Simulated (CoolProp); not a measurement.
200 sccm (0 °C, 1 atm) of nitrogen bubbles through liquid dimethyl carbonate at 309.6 K and leaves saturated at a total pressure of 0.15 MPa (ideal gas phase). Each further row changes one setting.

Values from CoolProp's reference Helmholtz-energy equation of state, Zhou 2011.

```csv
case,vapour pressure (kPa),mole fraction of vapour,delivery (mg/min),delivery (sccm),change of delivery for a bath 1 K warmer (%)
as stated,12.7,___,74.6,___,5.2
bath temperature 314.6 K,___,___,96.1,___,5.2
total pressure 0.3 MPa,12.7,0.0425,___,8.87,___
```

Problem. Complete the blanks.

Solution. 
- as stated, mole fraction of vapour: 0.0849
- as stated, delivery (sccm): 18.6
- bath temperature 314.6 K, vapour pressure (kPa): 16.0
- bath temperature 314.6 K, mole fraction of vapour: 0.107
- bath temperature 314.6 K, delivery (sccm): 23.9
- total pressure 0.3 MPa, delivery (mg/min): 35.6
- total pressure 0.3 MPa, change of delivery for a bath 1 K warmer (%): 5.0
